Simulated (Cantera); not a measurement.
A closed system holds: 1 mol Si, 0.0025 mol O2, 70 mol N2, held at 3.23 Torr.

Equilibrium computed with Cantera from the NASA thermochemical tables; the gas is ideal and each condensed phase is pure. Candidate condensed phases: Si, SiO2, Si2N2O, Si3N4; 16 gas species. The tables' values for SiN are old estimates; treat these amounts as uncertain. Equilibrium is a limit: real reactors are often held back by kinetics, nucleation or transport.

x: gas mole fraction; n: condensed amount in mol.

| T (K) | x N2 | x Si | x SiO | x Si2N | x SiN | x Si2 | n Si3N4(s) | n Si(l) |
|---|---|---|---|---|---|---|---|---|
| 1673 | 1.000 | 3.66e-5 | 7.21e-5 | 1.08e-6 | 1.59e-6 | [?] | 0.331 | 0 |
| 1698 | 1.000 | 7.58e-5 | 7.21e-5 | 2.72e-6 | 3.03e-6 | [?] | 0.330 | 0 |
| 1723 | 1.000 | 0.000154 | 7.21e-5 | 6.67e-6 | 5.66e-6 | [?] | 0.328 | 0 |
| 1748 | 1.000 | 0.000305 | 7.21e-5 | 1.59e-5 | 1.04e-5 | [?] | 0.324 | 0 |
| 1773 | 0.999 | 0.000495 | 7.14e-5 | 2.58e-5 | 1.56e-5 | [?] | 0 | 0.955 |
| 1798 | 0.999 | 0.000717 | 7.14e-5 | 3.38e-5 | 2.09e-5 | [?] | 0 | 0.938 |
| 1823 | 0.999 | 0.00103 | 7.13e-5 | 4.38e-5 | 2.79e-5 | [?] | 0 | 0.914 |
| 1848 | 0.998 | 0.00146 | 7.13e-5 | 5.63e-5 | 3.69e-5 | [?] | 0 | 0.880 |

Problem. Some entries are withheld; supply them.

Solution. 
- 1673, x Si2: 5.32e-8
- 1698, x Si2: 1.64e-7
- 1723, x Si2: 4.88e-7
- 1748, x Si2: 1.41e-6
- 1773, x Si2: 2.76e-6
- 1798, x Si2: 4.31e-6
- 1823, x Si2: 6.65e-6
- 1848, x Si2: 1.01e-5
